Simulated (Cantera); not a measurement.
## Stirred combustor or abatement burner

A perfectly stirred reactor is fed with 1.13 % C₃H₈, 9.60 % O₂, 89.3 % N₂, at 5.00 bar; it is adiabatic with a 575 K inlet, and is followed from long to short residence time, starting on the burning branch (τ in s: 0.098, 0.036, 0.013, 0.0048, 0.0018, 0.00065, 0.00024, 8.7e-05, 3.2e-05, 1.2e-05, 4.3e-06).

Cantera simulation using GRI-Mech 3.0 (53 species, 325 reactions); the numbers are that mechanism's predictions, not measurements. GRI-Mech 3.0 was tuned for natural gas; its chemistry of propane as a main component is partial and can be far from experiment.

| τ (s) | T (K) | x C₃H₈ | x O₂ | x H | x NO | x CH₃ |
|---|---|---|---|---|---|---|
| 0.098 | 1236 | 2.71e-5 | 0.0405 | 5.52e-7 | 5.39e-8 | 2.65e-6 |
| 0.036 | 1184 | 9.73e-5 | 0.0439 | 1.10e-6 | 6.15e-9 | 4.60e-6 |
| 0.013 | 575 | 0.0113 | 0.0960 | <1e-12 | <1e-12 | <1e-12 |
| 0.0048 | 575 | 0.0113 | 0.0960 | <1e-12 | <1e-12 | <1e-12 |
| 0.0018 | 575 | 0.0113 | 0.0960 | <1e-12 | <1e-12 | <1e-12 |
| 0.00065 | 575 | 0.0113 | 0.0960 | <1e-12 | <1e-12 | <1e-12 |
| 0.00024 | 575 | 0.0113 | 0.0960 | <1e-12 | <1e-12 | <1e-12 |
| 8.7e-5 | 575 | 0.0113 | 0.0960 | <1e-12 | <1e-12 | <1e-12 |
| 3.2e-5 | 575 | 0.0113 | 0.0960 | <1e-12 | <1e-12 | <1e-12 |
| 1.2e-5 | 575 | 0.0113 | 0.0960 | <1e-12 | <1e-12 | <1e-12 |
| 4.3e-6 | 575 | 0.0113 | 0.0960 | <1e-12 | <1e-12 | <1e-12 |
x: mole fraction; the columns are a selection and need not sum to one.
